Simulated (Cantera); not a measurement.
An isothermal, constant-pressure homogeneous reactor starts with H₂ : O₂ = 0.18 : 0.42 (molar parts), equivalence ratio 0.21, at 1223 K and 0.0133 bar.

Computed with Cantera and the H2/O2 subset of GRI-Mech 3.0, which has no nitrogen chemistry. Radical loss at walls, strong at low pressure, is not modelled. The temperature is held fixed by assumption; the heat of reaction is taken as removed at once.

x: mole fraction; the columns are a selection and need not sum to one.

```
t (s)           x H₂   x O₂        x OH      x H₂O₂         x O       x HO₂
--------  ----------  -----  ----------  ----------  ----------  ----------
4.00e-6        0.300  0.700    3.94e-11      <1e-12    4.17e-11     1.18e-9
1.75e-5        0.300  0.700    5.57e-10    1.33e-12    6.85e-10  (withheld)
7.61e-5        0.300  0.700     6.79e-9    2.53e-11     1.06e-8     2.25e-8
0.000332       0.300  0.700     8.46e-7    4.88e-10     1.41e-6     1.06e-7
0.00145       0.0204  0.549      0.0139     3.75e-7      0.0827     8.99e-6
0.00632   (withheld)  0.585  (withheld)  (withheld)  (withheld)  (withheld)
0.0276       0.00216  0.638     0.00484     5.85e-7     0.00754     9.29e-6
0.120        8.44e-5  0.646    0.000961     1.56e-7    0.000293     1.46e-6
0.525        6.82e-6  0.647    0.000277     3.37e-8     2.43e-5     1.65e-7
2.29         9.82e-7  0.647    0.000106     7.88e-9     3.57e-6     3.31e-8
10.0         1.94e-7  0.647     4.74e-5     2.03e-9     7.11e-7     2.06e-8
```

**Question.** Complete the blanks.

**Answer.** 
- 1.75e-5, x HO₂: 5.16e-9
- 0.00632, x H₂: 0.0136
- 0.00632, x OH: 0.0118
- 0.00632, x H₂O₂: 5.00e-7
- 0.00632, x O: 0.0545
- 0.00632, x HO₂: 1.07e-5
